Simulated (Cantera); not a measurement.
Equilibrium for silicon epitaxy and polysilicon growth: SiHCl₃ + Cl₂ + H₂

A closed system holds: 1 mol SiHCl₃, 0.48 mol Cl₂, 11 mol H₂, at 952 °C and 42.0 mbar.

These are equilibrium values from Cantera (NASA tables, ideal gas, pure condensed phases), not measurements of a reactor. Candidate condensed phases: Si; 19 gas species. The tables' values for SiCl₃ are old estimates; treat these amounts as uncertain. Rates play no part.

The x(H₂) is 0.843. The x(HCl) comes out as 0.0860. The x(SiCl₄) is 0.0305. The x(SiCl₂) is 0.0214 and the x(SiHCl₃) comes out as 0.00934. The x(SiCl₃) is 0.00909, the x(SiH₂Cl₂) comes out as 0.000382 and the x(SiH₃Cl) comes out as 4.30e-6. The x(H) is 1.40e-6. The n(Si(s)) comes out as 0.0874 mol and the gas amount is 12.90 mol.
